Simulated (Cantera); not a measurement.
**Hydrocarbon pyrolysis for carbon deposition**

An isothermal, constant-pressure homogeneous reactor starts with 1.82 % CH4, 98.2 % H2, at 1875 K and 0.0133 bar.

Model: GRI-Mech 3.0 (53 species, 325 reactions), integrated in Cantera. GRI-Mech 3.0 stops at C3 and has no aromatics, soot or wall deposition, so with more carbon than oxygen in the feed, carbon stays in small species such as C2H2 where larger ones or solid carbon would form. Radical loss at walls, strong at low pressure, is not modelled.

```tsv
t (s)	x CH4	x H2	x H	x C2H6	x CH3	x C2H4
5.00e-6	0.0182	0.982	2.86e-7	<1e-12	2.59e-7	<1e-12
1.53e-5	0.0182	0.982	9.34e-7	<1e-12	7.31e-7	<1e-12
4.66e-5	0.0182	0.982	3.20e-6	<1e-12	1.88e-6	1.91e-12
0.000142	0.0182	0.982	1.07e-5	1.51e-11	4.79e-6	5.55e-11
0.000434	0.0182	0.982	3.39e-5	2.64e-10	1.34e-5	1.44e-9
0.00133	0.0181	0.982	0.000105	3.50e-9	3.96e-5	3.80e-8
0.00405	0.0181	0.982	0.000321	3.41e-8	0.000119	9.02e-7
0.0124	0.0178	0.981	0.000970	2.44e-7	0.000352	1.18e-5
0.0377	0.0161	0.980	0.00257	8.62e-7	0.000843	3.78e-5
0.115	0.00976	0.982	0.00387	5.24e-7	0.000769	2.25e-5
0.351	0.00350	0.985	0.00458	8.11e-8	0.000325	4.84e-6
1.07	0.000940	0.985	0.00524	6.77e-9	9.99e-5	1.89e-6
3.28	0.000254	0.985	0.00559	5.31e-10	2.88e-5	1.66e-6
10.0	8.17e-5	0.985	0.00567	6.02e-11	9.40e-6	1.64e-6
```
x: mole fraction; the columns are a selection and need not sum to one.

Equilibrium at this temperature and pressure: CH4 4.16e-5, H2 0.985, H 0.00568, C2H6 1.92e-11, CH3 4.79e-6, C2H4 1.65e-6 (gas phase only).
